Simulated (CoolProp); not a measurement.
R142b along the isobar 3.65 MPa: Z from the reference equation and from simpler models built on Tc = 137.1 °C, pc = 4.055 MPa, ω = 0.232; each cubic takes its own stable root.

Computed with CoolProp (reference Helmholtz-energy equation of state, Lemmon 2006). It is a short technical equation, of lower accuracy than the large ones.

```json
[
 {"T (°C)": "-68.55", "phase": "liquid", "reference": "0.1627", "Redlich-Kwong": "0.1842", "Soave-Redlich-Kwong": "0.1812", "Peng-Robinson": "0.1612"},
 {"T (°C)": "-48.15", "phase": "liquid", "reference": "0.1528", "Redlich-Kwong": "0.1727", "Soave-Redlich-Kwong": "0.1693", "Peng-Robinson": "0.1504"},
 {"T (°C)": "-27.75", "phase": "liquid", "reference": "0.1449", "Redlich-Kwong": "0.1639", "Soave-Redlich-Kwong": "0.1600", "Peng-Robinson": "0.1420"},
 {"T (°C)": "-7.35", "phase": "liquid", "reference": "?", "Redlich-Kwong": "0.1573", "Soave-Redlich-Kwong": "0.1530", "Peng-Robinson": "0.1356"},
 {"T (°C)": "13.05", "phase": "liquid", "reference": "0.1339", "Redlich-Kwong": "0.1527", "Soave-Redlich-Kwong": "0.1480", "Peng-Robinson": "0.1310"},
 {"T (°C)": "33.55", "phase": "liquid", "reference": "0.1306", "Redlich-Kwong": "?", "Soave-Redlich-Kwong": "0.1450", "Peng-Robinson": "0.1282"},
 {"T (°C)": "53.95", "phase": "liquid", "reference": "0.1287", "Redlich-Kwong": "?", "Soave-Redlich-Kwong": "0.1441", "Peng-Robinson": "0.1273"},
 {"T (°C)": "74.35", "phase": "liquid", "reference": "0.1285", "Redlich-Kwong": "0.1518", "Soave-Redlich-Kwong": "0.1459", "Peng-Robinson": "0.1290"},
 {"T (°C)": "94.75", "phase": "liquid", "reference": "0.1308", "Redlich-Kwong": "0.1584", "Soave-Redlich-Kwong": "0.1521", "Peng-Robinson": "0.1347"},
 {"T (°C)": "115.15", "phase": "liquid", "reference": "?", "Redlich-Kwong": "0.1749", "Soave-Redlich-Kwong": "?", "Peng-Robinson": "0.1495"},
 {"T (°C)": "135.55", "phase": "gas", "reference": "0.5169", "Redlich-Kwong": "0.5435", "Soave-Redlich-Kwong": "0.5412", "Peng-Robinson": "0.5130"},
 {"T (°C)": "156.05", "phase": "gas", "reference": "0.6578", "Redlich-Kwong": "0.6589", "Soave-Redlich-Kwong": "0.6714", "Peng-Robinson": "?"},
 {"T (°C)": "176.45", "phase": "gas", "reference": "0.7310", "Redlich-Kwong": "0.7241", "Soave-Redlich-Kwong": "0.7424", "Peng-Robinson": "0.7162"},
 {"T (°C)": "196.85", "phase": "gas", "reference": "0.7809", "Redlich-Kwong": "?", "Soave-Redlich-Kwong": "0.7921", "Peng-Robinson": "0.7669"}
]
```

**Question.** Some entries are withheld; supply them.

**Answer.** 
- -7.35, reference: 0.1387
- 33.55, Redlich-Kwong: 0.1501
- 53.95, Redlich-Kwong: 0.1496
- 115.15, reference: 0.1384
- 115.15, Soave-Redlich-Kwong: 0.1681
- 156.05, Peng-Robinson: 0.6441
- 196.85, Redlich-Kwong: 0.7702
